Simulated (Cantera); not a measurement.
Cantera run, input and output.

```python
import numpy as np
import cantera as ct

gas = ct.Solution("gri30.yaml", transport_model="multicomponent")
show = ['CH3', 'NO', 'N2']

rows = []
print(f"{'T/K':>7s}{'rho':>11s}{'cp':>10s}{'mu':>11s}{'lambda':>11s}{'Pr':>7s}" + "".join(f"{'D_' + s:>11s}" for s in show))
for T in [400, 600, 800, 1000, 1200, 1400]:
    gas.TPX = T, 92000, {'N2O': 0.5}
    Pr = gas.cp_mass * gas.viscosity / gas.thermal_conductivity
    D = [gas.mix_diff_coeffs_mole[gas.species_index(s)] for s in show]
    rows.append([gas.density, gas.cp_mass, gas.viscosity, gas.thermal_conductivity, Pr, *D])
    print(f"{T:7g}{gas.density:11.4e}{gas.cp_mass:10.1f}{gas.viscosity:11.4e}"
          f"{gas.thermal_conductivity:11.4e}{Pr:7.3f}" + "".join(f"{d:11.4e}" for d in D))
print("SI units: kg/m3, J/kg/K, Pa s, W/m/K, m2/s")
```

It prints:

```
    T/K        rho        cp         mu     lambda     Pr      D_CH3       D_NO       D_N2
    400 1.2175e+00     970.3 1.9459e-05 2.5299e-02  0.746 3.2235e-05 2.8443e-05 2.9038e-05
    600 8.1168e-01    1101.3 2.7324e-05 4.0429e-02  0.744 6.6555e-05 5.7988e-05 5.9201e-05
    800 6.0876e-01    1191.6 3.4048e-05 5.4682e-02  0.742 1.0969e-04 9.4962e-05 9.6949e-05
   1000 4.8701e-01    1254.7 4.0022e-05 6.7878e-02  0.740 1.6061e-04 1.3856e-04 1.4146e-04
   1200 4.0584e-01    1294.3 4.5464e-05 7.9761e-02  0.738 2.1867e-04 1.8823e-04 1.9217e-04
   1400 3.4786e-01    1326.8 5.0510e-05 9.1048e-02  0.736 2.8338e-04 2.4359e-04 2.4869e-04
SI units: kg/m3, J/kg/K, Pa s, W/m/K, m2/s
```

Model: GRI-Mech 3.0 (53 species, 325 reactions), integrated in Cantera. The composition is frozen, though it would react at the higher temperatures.
